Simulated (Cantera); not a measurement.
Input (Python, Cantera) and output of one run.

```python
import numpy as np
import cantera as ct

gas_names = """
    CL CL2 H HCL H2 Li LiCL LiH Li2 Li2CL2 Li3CL3
""".split()
cond_names = """
    Li(cr) Li(L) LiCL(s) LiCL(L) LiH(s) LiH(L)
""".split()


# ... load() reads the species with a 1 bar reference pressure and builds the phases ...
atoms = {
    'LiCl': {'Li': 1, 'CL': 1},
    'H2': {'H': 2},
}
top_T = {}  # K; cautious upper limits of use, not melting points


# ... equilibrate(T, P, feed) seeds the gas with the atoms and calls Mixture.equilibrate('TP', solver="vcs", rtol=1e-11, max_steps=5000) ...
results = []
feed = {'LiCl': 1, 'H2': 1.2}  # mol
T = 673.15  # K
for P in [0.1, 0.72, 5.2, 37, 270, 1900, 14000, 100000]:
    mix = equilibrate(T, P, feed)
    results.append((T, P, feed, dict(zip(mix.species_names, mix.species_moles))))

top = {s: max(r[3][s] / sum(r[3][g] for g in gas_names) for r in results) for s in gas_names}
cols = sorted((s for s in top if top[s] > 0.0001), key=lambda s: -top[s])[:8]
seen = [c for c in cond_names if any(r[3].get(c, 0) > 1e-12 for r in results)]
print("log10 of partial pressures in bar; condensed amounts in mol")
print(f"{'P/Pa':>10s}" + "".join(f"{s[:9]:>10s}" for s in cols + seen))
for T, P, feed, n in results:
    ng = sum(n[g] for g in gas_names)
    print(f"{P:10.4g}" + "".join(f"{np.log10(max(n[s] / ng * P / 1e5, 1e-99)):10.3f}" for s in cols)
          + "".join(f"{n.get(c, 0):10.4g}" for c in seen))
```

Result:

```
log10 of partial pressures in bar; condensed amounts in mol
      P/Pa        H2    Li2CL2      LiCL    Li3CL3   LiCL(s)
       0.1    -6.003    -8.372    -8.688    -9.382    0.9858
      0.72    -5.143    -8.372    -8.688    -9.382     0.998
       5.2    -4.284    -8.372    -8.688    -9.382    0.9997
        37    -3.432    -8.372    -8.688    -9.382         1
       270    -2.569    -8.372    -8.688    -9.382         1
      1900    -1.721    -8.372    -8.688    -9.382         1
   1.4e+04    -0.854    -8.372    -8.688    -9.382         1
     1e+05    -0.000    -8.372    -8.688    -9.382         1
```

These are equilibrium values from Cantera (NASA tables, ideal gas, pure condensed phases), not measurements of a reactor.
